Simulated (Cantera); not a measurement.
Thermodynamics of silicon nitride deposition, feed SiF₄ + N₂ + H₂

A closed system holds: 1 mol SiF₄, a varied amount of N₂, 0.14 mol H₂, at 1.33 mbar.

Cantera equilibrium calculation (NASA polynomials, part measured and part estimated; ideal gas, pure solids and liquids). Candidate condensed phases: Si, Si₃N₄; 37 gas species. N₂ is the only nitrogen source here; it is nearly inert below about 1500 K, so the nitride shown seldom forms there in practice. The tables' values for SiF₂, SiF₃ are old estimates. Equilibrium is a limit: real reactors are often held back by kinetics, nucleation or transport.

Question: Map the stable condensed phases over T = 1000, 1075, 1150, 1225, 1300, 1375, 1450, 1525, 1600, 1675, 1750, 1825, 1900 K and n(N₂) in mol = 0.81, 1.2, 1.8, 2.8, 4.2, 6.3, 9.5, 14, 22, 33, 49.

Answer: 
```
T in K \ n(N₂) in mol
         0.81  1.2  1.8  2.8  4.2  6.3  9.5   14   22   33   49
   1900     A    A    A    A    A    A    A    A    A    A    A
   1825     A    A    A    A    A    A    A    A    A    A    A
   1750     A    A    A    A    A    A    A    A    A    A    A
   1675     A    A    A    A    A    A    A    A    A    A    A
   1600     A    A    A    A    A    A    A    A    A    A    A
   1525     A    A    A    A    A    A    A    A    A    A    A
   1450     A    A    A    A    A    A    A    A    A    A    A
   1375     A    A    A    A    A    A    A    A    A    A    A
   1300     A    A    A    A    A    A    A    A    A    A    A
   1225     A    A    A    A    A    A    A    A    A    A    A
   1150     A    A    A    A    A    A    A    A    A    A    A
   1075     A    A    A    B    B    B    B    B    B    B    B
   1000     A    B    B    B    B    B    B    B    B    B    B
```
A: gas only; B: Si₃N₄.
